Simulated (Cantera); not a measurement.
# Low-pressure radical oxidation in H2/O2

An isothermal, constant-pressure homogeneous reactor starts with 3.85 % H2, 96.2 % O2, equivalence ratio 0.020, at 1400 K and 14.3 Torr.

Computed with Cantera and the H2/O2 subset of GRI-Mech 3.0, which has no nitrogen chemistry. Radical loss at walls, strong at low pressure, is not modelled. The temperature is held fixed by assumption; the heat of reaction is taken as removed at once.

```json
[
 {"t (s)": "0.000300", "x H2": "0.0385", "x O2": "0.962", "x OH": "3.42e-6", "x HO2": "3.73e-7", "x H2O2": "9.95e-10"},
 {"t (s)": "0.000711", "x H2": "0.0361", "x O2": "0.960", "x OH": "0.00100", "x HO2": "1.56e-6", "x H2O2": "8.14e-9"},
 {"t (s)": "0.00169", "x H2": "0.000608", "x O2": "0.928", "x OH": "0.00489", "x HO2": "2.17e-6", "x H2O2": "6.09e-8"},
 {"t (s)": "0.00400", "x H2": "0.000499", "x O2": "0.929", "x OH": "0.00459", "x HO2": "2.09e-6", "x H2O2": "5.64e-8"},
 {"t (s)": "0.00949", "x H2": "0.000455", "x O2": "0.932", "x OH": "0.00438", "x HO2": "2.02e-6", "x H2O2": "5.54e-8"},
 {"t (s)": "0.0225", "x H2": "0.000368", "x O2": "0.938", "x OH": "0.00396", "x HO2": "1.86e-6", "x H2O2": "5.27e-8"},
 {"t (s)": "0.0533", "x H2": "0.000235", "x O2": "0.946", "x OH": "0.00317", "x HO2": "1.53e-6", "x H2O2": "4.61e-8"},
 {"t (s)": "0.126", "x H2": "0.000103", "x O2": "0.954", "x OH": "0.00211", "x HO2": "1.00e-6", "x H2O2": "3.39e-8"},
 {"t (s)": "0.300", "x H2": "3.10e-5", "x O2": "0.959", "x OH": "0.00116", "x HO2": "4.77e-7", "x H2O2": "1.94e-8"},
 {"t (s)": "0.711", "x H2": "7.55e-6", "x O2": "0.960", "x OH": "0.000574", "x HO2": "1.74e-7", "x H2O2": "8.88e-9"},
 {"t (s)": "1.69", "x H2": "1.83e-6", "x O2": "0.961", "x OH": "0.000283", "x HO2": "6.78e-8", "x H2O2": "3.55e-9"},
 {"t (s)": "4.00", "x H2": "5.05e-7", "x O2": "0.961", "x OH": "0.000149", "x HO2": "4.82e-8", "x H2O2": "1.42e-9"}
]
```
x: mole fraction; the columns are a selection and need not sum to one.

Equilibrium at this temperature and pressure: H2 1.32e-7, O2 0.961, OH 7.61e-5, HO2 6.57e-8, H2O2 5.92e-10 (gas phase only).
